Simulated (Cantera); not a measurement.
A closed system holds: 1 mol AlCl₃, a varied amount of HCl, 100 mol N₂, equilibrated at 1852 °C and 13.0 Pa.

Method: chemical equilibrium by Gibbs-energy minimisation in Cantera with the NASA 1993 tables (ideal gas, pure condensed phases). Candidate condensed phases: Al, AlCl₃, AlN, NH₄Cl; 20 gas species. The tables' values for AlCl₂ are old estimates; treat these amounts as uncertain. The numbers say what is thermodynamically allowed, not how fast it happens.

### Question
At 0.65 mol HCl, list the 7 most abundant gas species with their mole fractions, and the condensed phases.

### Answer
N₂ 0.960, Cl 0.0246, AlCl 0.00894, H 0.00440, HCl 0.00145, Al 0.000628, H₂ 0.000191. Condensed: gas only.
